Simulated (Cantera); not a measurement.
Input: 1 mol TiO₂, 0.034 mol H₂O, 1 mol O₂, at 627 °C and 3380 Torr.

Equilibrium computed with Cantera from the NASA thermochemical tables; the gas is ideal and each condensed phase is pure. Candidate condensed phases: H₂O, Ti, TiO, TiO₂, Ti₂O₃, Ti₃O₅, Ti₄O₇; 12 gas species. Gases not in the tables: TiO(OH)₂. Kinetics and transport are ignored.

Base state: O₂ 0.967, H₂O 0.0329 (mole fractions); condensed: TiO₂(rutile).

What changes in the equilibrium state with this change: TiO₂ replaced by PbO?


| species | before | after |
|---|---|---|
| O₂ | 0.967 | 0.967 |
| H₂O | 0.0329 | 0.0329 |
| TiO₂(rutile), mol | 1.00 | 0 |
| PbO(yellow), mol | 0 | 1.00 |
Further candidate phases: Pb, PbO, PbO₂, Pb₃O₄.
